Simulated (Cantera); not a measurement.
Thermodynamics of silicon carbide growth, feed Si(CH3)4 + HCl + H2

Input: 1 mol Si(CH3)4, 2.9 mol HCl, 4 mol H2, at 2048 K.

Cantera equilibrium calculation (NASA polynomials, part measured and part estimated; ideal gas, pure solids and liquids). Candidate condensed phases: C, C6H6, C7H8, C8H18, Si, SiC; 109 gas species. The tables' values for SiCl, SiCl3 are old estimates; treat these amounts as uncertain. Equilibrium is a limit: real reactors are often held back by kinetics, nucleation or transport.

| P (Pa) | log p H2 | log p HCl | log p H | log p Cl | n C(graphite) | n SiC(s) |
|---|---|---|---|---|---|---|
| 100 | -3.14 | -3.72 | -4.22 | -4.94 | 3.15 | 0.816 |
| 220 | -2.79 | -3.37 | -4.04 | -4.76 | 3.12 | 0.858 |
| 460 | -2.46 | -3.04 | -3.88 | -4.59 | 3.10 | 0.876 |
| 1000 | -2.12 | -2.69 | -3.71 | -4.42 | 3.09 | 0.885 |
| 2200 | -1.77 | -2.35 | -3.54 | -4.24 | 3.09 | 0.889 |
| 4600 | -1.45 | -2.02 | -3.37 | -4.08 | 3.09 | 0.891 |
| 10000 | -1.11 | -1.69 | -3.20 | -3.91 | 3.09 | 0.892 |
| 22000 | -0.77 | -1.34 | -3.03 | -3.74 | 3.09 | 0.892 |
| 46000 | -0.44 | -1.02 | -2.87 | -3.58 | 3.09 | 0.891 |
| 100000 | -0.11 | -0.68 | -2.70 | -3.41 | 3.09 | 0.890 |
log p: log10 of the partial pressure in bar; n: condensed amount in mol.

From 100 Pa to 100000 Pa the condensed part is C(graphite) + SiC(s). The main Si-bearing gas is SiCl2 throughout.
